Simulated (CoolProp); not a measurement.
The numbers come from the reference Helmholtz-energy equation of state, Lemmon 2006 in CoolProp. It is a short technical equation, of lower accuracy than the large ones.

**Question.** For carbonyl sulfide, give the phase and the cv (kJ/(kg K)), isothermal compressibility (1/MPa) at 148.2 K and 73.5 bar; 173.6 K and 73.5 bar; 190.6 K and 73.5 bar.

**Answer.** 
- 148.2 K and 73.5 bar: liquid; cv 0.796, isothermal compressibility 0.000572
- 173.6 K and 73.5 bar: liquid; cv 0.746, isothermal compressibility 0.000728
- 190.6 K and 73.5 bar: liquid; cv 0.727, isothermal compressibility 0.000861
